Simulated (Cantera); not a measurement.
What does this Cantera script print?

```python
import numpy as np
import cantera as ct

gas_names = """
    CL CL2 N N2 Si SiCL SiCL2 SiCL3 SiCL4 SiN Si2 Si2N Si3
""".split()
cond_names = """
    Si(cr) Si(L) Si3N4(a)
""".split()


# ... load() reads the species with a 1 bar reference pressure and builds the phases ...
atoms = {
    'Si': {'Si': 1},
    'Cl2': {'CL': 2},
    'N2': {'N': 2},
}
top_T = {'Si3N4(a)': 2400}  # K; cautious upper limits of use, not melting points


# ... equilibrate(T, P, feed) seeds the gas with the atoms and calls Mixture.equilibrate('TP', solver="vcs", rtol=1e-11, max_steps=5000) ...
results = []
P = 16000  # Pa
for T in [475, 575, 675, 775, 875, 975, 1075, 1175, 1275, 1375, 1475, 1575]:
    for m in [0.93, 1.1, 1.3, 1.6, 1.9, 2.3, 2.8, 3.3, 4, 4.7, 5.7]:
        feed = {'Si': 1, 'Cl2': m, 'N2': 24}  # mol
        mix = equilibrate(T, P, feed)
        results.append((T, P, feed, dict(zip(mix.species_names, mix.species_moles))))

for T, P, feed, n in results:
    print(f"{T:7g} {feed['Cl2']:10.4g}  " + (" + ".join(c for c in cond_names if n.get(c, 0) > 1e-12) or "gas only"))
```

It prints:

```
    475       0.93  Si3N4(a)
    475        1.1  Si3N4(a)
    475        1.3  Si3N4(a)
    475        1.6  Si3N4(a)
    475        1.9  Si3N4(a)
    475        2.3  gas only
    475        2.8  gas only
    475        3.3  gas only
    475          4  gas only
    475        4.7  gas only
    475        5.7  gas only
    575       0.93  Si3N4(a)
    575        1.1  Si3N4(a)
    575        1.3  Si3N4(a)
    575        1.6  Si3N4(a)
    575        1.9  Si3N4(a)
    575        2.3  gas only
    575        2.8  gas only
    575        3.3  gas only
    575          4  gas only
    575        4.7  gas only
    575        5.7  gas only
    675       0.93  Si3N4(a)
    675        1.1  Si3N4(a)
    675        1.3  Si3N4(a)
    675        1.6  Si3N4(a)
    675        1.9  Si3N4(a)
    675        2.3  gas only
    675        2.8  gas only
    675        3.3  gas only
    675          4  gas only
    675        4.7  gas only
    675        5.7  gas only
    775       0.93  Si3N4(a)
    775        1.1  Si3N4(a)
    775        1.3  Si3N4(a)
    775        1.6  Si3N4(a)
    775        1.9  Si3N4(a)
    775        2.3  gas only
    775        2.8  gas only
    775        3.3  gas only
    775          4  gas only
    775        4.7  gas only
    775        5.7  gas only
    875       0.93  Si3N4(a)
    875        1.1  Si3N4(a)
    875        1.3  Si3N4(a)
    875        1.6  Si3N4(a)
    875        1.9  Si3N4(a)
    875        2.3  gas only
    875        2.8  gas only
    875        3.3  gas only
    875          4  gas only
    875        4.7  gas only
    875        5.7  gas only
    975       0.93  Si3N4(a)
    975        1.1  Si3N4(a)
    975        1.3  Si3N4(a)
    975        1.6  Si3N4(a)
    975        1.9  Si3N4(a)
    975        2.3  gas only
    975        2.8  gas only
    975        3.3  gas only
    975          4  gas only
    975        4.7  gas only
    975        5.7  gas only
   1075       0.93  Si3N4(a)
   1075        1.1  Si3N4(a)
   1075        1.3  Si3N4(a)
   1075        1.6  Si3N4(a)
   1075        1.9  Si3N4(a)
   1075        2.3  gas only
   1075        2.8  gas only
   1075        3.3  gas only
   1075          4  gas only
   1075        4.7  gas only
   1075        5.7  gas only
   1175       0.93  Si3N4(a)
   1175        1.1  Si3N4(a)
   1175        1.3  Si3N4(a)
   1175        1.6  Si3N4(a)
   1175        1.9  Si3N4(a)
   1175        2.3  gas only
   1175        2.8  gas only
   1175        3.3  gas only
   1175          4  gas only
   1175        4.7  gas only
   1175        5.7  gas only
   1275       0.93  Si3N4(a)
   1275        1.1  Si3N4(a)
   1275        1.3  Si3N4(a)
   1275        1.6  Si3N4(a)
   1275        1.9  Si3N4(a)
   1275        2.3  gas only
   1275        2.8  gas only
   1275        3.3  gas only
   1275          4  gas only
   1275        4.7  gas only
   1275        5.7  gas only
   1375       0.93  Si3N4(a)
   1375        1.1  Si3N4(a)
   1375        1.3  Si3N4(a)
   1375        1.6  Si3N4(a)
   1375        1.9  Si3N4(a)
   1375        2.3  gas only
   1375        2.8  gas only
   1375        3.3  gas only
   1375          4  gas only
   1375        4.7  gas only
   1375        5.7  gas only
   1475       0.93  Si3N4(a)
   1475        1.1  Si3N4(a)
   1475        1.3  Si3N4(a)
   1475        1.6  Si3N4(a)
   1475        1.9  gas only
   1475        2.3  gas only
   1475        2.8  gas only
   1475        3.3  gas only
   1475          4  gas only
   1475        4.7  gas only
   1475        5.7  gas only
   1575       0.93  Si3N4(a)
   1575        1.1  Si3N4(a)
   1575        1.3  Si3N4(a)
   1575        1.6  gas only
   1575        1.9  gas only
   1575        2.3  gas only
   1575        2.8  gas only
   1575        3.3  gas only
   1575          4  gas only
   1575        4.7  gas only
   1575        5.7  gas only
```

Cantera equilibrium calculation (NASA polynomials, part measured and part estimated; ideal gas, pure solids and liquids). N2 is the only nitrogen source here; it is nearly inert below about 1500 K, so the nitride shown seldom forms there in practice. The tables' values for SiCl3 are old estimates.
